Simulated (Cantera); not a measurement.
# Thermodynamics of fluorocarbon and chlorocarbon gases, feed CH3Cl + CH4

Input: 1 mol CH3Cl, 0.41 mol CH4, at 5200 Pa.

Equilibrium computed with Cantera from the NASA thermochemical tables; the gas is ideal and each condensed phase is pure. Candidate condensed phases: C, C6H6, C7H8, C8H18; 91 gas species. Rates play no part.

```
T (K)   x H2  x HCl     x CH4       x H  n C(graphite)
-----  -----  -----  --------  --------  -------------
650    0.380  0.424     0.196    <1e-12          0.949
850    0.628  0.359    0.0128  7.12e-11           1.37
1050   0.644  0.355   0.00123   2.85e-8           1.41
1250   0.645  0.355  0.000238   1.70e-6           1.41
1450   0.645  0.355   7.15e-5   3.33e-5           1.41
1650   0.645  0.354   2.88e-5  0.000320           1.41
1850   0.644  0.353   1.41e-5   0.00190           1.41
```
x: gas mole fraction; n: condensed amount in mol.

From 650 K to 1850 K the condensed part is C(graphite). The main C-bearing gas is CH4 at 650 K and C2H2 (acetylene) at 1850 K.
